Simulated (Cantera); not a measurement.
Feed: 1 mol Si3N4, 0.9 mol O2, 50 mol H2, 0.031 mol H2O, equilibrated at 2150 K and 57000 Pa.

These are equilibrium values from Cantera (NASA tables, ideal gas, pure condensed phases), not measurements of a reactor. Candidate condensed phases: H2O, Si, SiO2, Si2N2O, Si3N4; 35 gas species. The tables' values for SiN are old estimates; treat these amounts as uncertain. Gases not in the tables: Si2H6 and higher silanes. The numbers say what is thermodynamically allowed, not how fast it happens.

Base state: H2 0.923, N2 0.0370, SiO 0.0339, H 0.00537, Si 0.000394, SiH2 0.000217, SiH 0.000140, Si2N 1.23e-5 (mole fractions); condensed: Si(l).

### Question
What changes in the equilibrium state with this change: Si3N4 replaced by Si?

### Answer
```tsv
species	before	after
H2	0.923	0.959
SiO	0.0339	0.0195
H2O	8.58e-6	0.0162
N2	0.0370	0
Si2N	1.23e-5	0
SiN	1.07e-5	0
Si	0.000394	1.25e-7
SiH	0.000140	4.51e-8
SiH2	0.000217	7.12e-8
Si(l), mol	1.13	0
```

### Question
What changes in the equilibrium state with this change: pressure from 57000 Pa to 590 Pa?

### Answer
```json
[
 {"species": "H2", "before": "0.923", "after": "0.861"},
 {"species": "H", "before": "0.00537", "after": "0.0509"},
 {"species": "N2", "before": "0.0370", "after": "0.0354"},
 {"species": "Si", "before": "0.000394", "after": "0.0195"},
 {"species": "SiO", "before": "0.0339", "after": "0.0324"},
 {"species": "Si2", "before": "5.70e-6", "after": "0.000145"},
 {"species": "Si3", "before": "1.14e-6", "after": "1.48e-5"},
 {"species": "SiN", "before": "1.07e-5", "after": "5.26e-5"},
 {"species": "SiH", "before": "0.000140", "after": "0.000679"},
 {"species": "Si2N", "before": "1.23e-5", "after": "3.10e-5"},
 {"species": "Si(l), mol", "before": "1.13", "after": "0"}
]
```
